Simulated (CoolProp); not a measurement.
Saturation properties of cyclopentane (Tc = 511.7 K, pc = 45.83 bar, ω = 0.202).

Model: reference Helmholtz-energy equation of state, Gedanitz 2015, in CoolProp.

```csv
T (K),p (bar),vapour density (kg/m³),enthalpy of vaporisation (kJ/kg),liquid cp (kJ/(kg K)),liquid conductivity (mW/(m K))
261.4,0.07829,0.2540,431.2,1.647,141
295.3,0.3780,1.098,408.6,1.797,128
329.3,1.264,3.378,384.1,1.971,115
363.2,3.270,8.263,356.4,2.162,103
397.2,7.091,17.50,323.5,2.373,92.2
431.1,13.50,33.86,283.1,2.623,82.2
465.1,23.49,63.71,229.1,3.021,73.4
499,38.36,133.3,137.6,5.006,68.0
```

It boils at 322.4 K under 1 atm.

Thermal conductivity comes from a separate model (Vassiliou 2015).
